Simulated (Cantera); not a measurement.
Input: 1 mol MgO, 0.2 mol SO₂, 1.4 mol H₂O, 0.57 mol H₂S, equilibrated at 1625 K and 0.0180 bar.

These are equilibrium values from Cantera (NASA tables, ideal gas, pure condensed phases), not measurements of a reactor. Candidate condensed phases: H₂O, H₂SO₄, Mg, MgO, Mg(OH)₂, MgS, MgSO₄, S; 26 gas species. The numbers say what is thermodynamically allowed, not how fast it happens.

Base state: H₂O 0.567, H₂ 0.219, S₂ 0.101, SO₂ 0.0807, H₂S 0.0193, SO 0.00793, SH 0.00380, S₂O 0.000908 (mole fractions); condensed: MgO(s).

Problem. What changes in the equilibrium state with this change: MgO replaced by Fe₂O₃?

Solution. 
```tsv
species	before	after
H₂O	0.567	0.628
SO₂	0.0807	0.211
H₂	0.219	0.112
S₂	0.101	0.0313
H₂S	0.0193	0.00551
Fe(OH)₂	0	2.94e-5
SH	0.00380	0.00151
S	0.000368	0.000205
MgO(s), mol	1.000	0
FeO(s), mol	0	2.00
```
The tables' stoichiometric FeO is somewhat more stable than real wüstite, so its field is too wide. FeO: taken at fixed stoichiometry. Further candidate phases: Fe, FeO, Fe(OH)₂, Fe(OH)₃, FeS, FeSO₄, FeS₂, Fe₂O₃, Fe₂(SO₄)₃, Fe₃O₄.

Problem. What changes in the equilibrium state with this change: SO₂ from 0.2 to 0.6 mol?

Solution. 
```tsv
species	before	after
H₂O	0.567	0.546
SO₂	0.0807	0.183
H₂	0.219	0.140
H₂S	0.0193	0.0125
SO	0.00793	0.0120
S₂	0.101	0.102
S₂O	0.000908	0.00137
H	0.000246	0.000197
SH	0.00380	0.00305
OH	2.69e-5	3.23e-5
MgO(s), mol	1.000	1.000
```
